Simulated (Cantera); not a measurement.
Gas mixture: C2H4 : CH3OH : C3H8 : CO = 0.53 : 0.8 : 0.34 : 0.19 (molar parts), at 5.00 bar, frozen composition.

Cantera's kinetic-theory transport with the Lennard-Jones parameters of GRI-Mech 3.0, ideal gas; thermal conductivity in the mixture-averaged form. Polar gases are described roughly by these parameters.

One state of this run: ρ (kg/m³) = 3.93; cp (J/kg/K) = 2047; μ (µPa s) = 16.3; λ (mW/m/K) = 43.5; Pr = 0.768; D (cm²/s) CH4 = 0.0840; D (cm²/s) CO2 = 0.0576; D (cm²/s) O = 0.120. D: mixture-averaged diffusion coefficient of that species in the mixture.

Task: Which value of T (K) does it belong to?
A) 400
B) 600
C) 500
D) 900

Result: C, 500
